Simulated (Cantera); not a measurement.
A closed system holds: 1 mol TiCl4, 0.32 mol H2O, equilibrated at 9.00 Torr.

These are equilibrium values from Cantera (NASA tables, ideal gas, pure condensed phases), not measurements of a reactor. Candidate condensed phases: H2O, Ti, TiCl2, TiCl3, TiCl4, TiO, TiO2, Ti2O3, Ti3O5, Ti4O7; 23 gas species. Condensed phases not in the tables: TiOCl. Equilibrium is a limit: real reactors are often held back by kinetics, nucleation or transport.

Question: At 1075 K, list the 5 most abundant gas species with their mole fractions, and the condensed phases.

Answer: TiCl4 0.567, HCl 0.432, TiCl3 8.23e-5, Cl 4.50e-5, Cl2 2.00e-5. Condensed: TiO2(rutile).
